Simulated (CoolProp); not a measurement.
n-butane at several states: density (kg/m³) from the reference equation and from simpler models built on Tc = 425.1 K, pc = 3796 kPa, ω = 0.201; each cubic takes its own stable root.

Computed with CoolProp (reference Helmholtz-energy equation of state, Bücker 2006).

```
T (K)  p (kPa)   phase  reference
-----  -------  ------  ---------
241.7      517  liquid      633.8
292.8      756  liquid      579.9
547.6      200     gas      2.572
468.9      587     gas      9.097
453.2     2260     gas      42.75
```

Task: How far does each simpler model (van der Waals, Peng-Robinson) lie from the reference over these 5 states: mean and median of the absolute difference, and the worst?

Result: 
- van der Waals: mean 15.4 %, median 1.1 %, worst -37.9 % at 241.7 K and 517 kPa
- Peng-Robinson: mean 2.7 %, median 2.2 %, worst +5.3 % at 241.7 K and 517 kPa
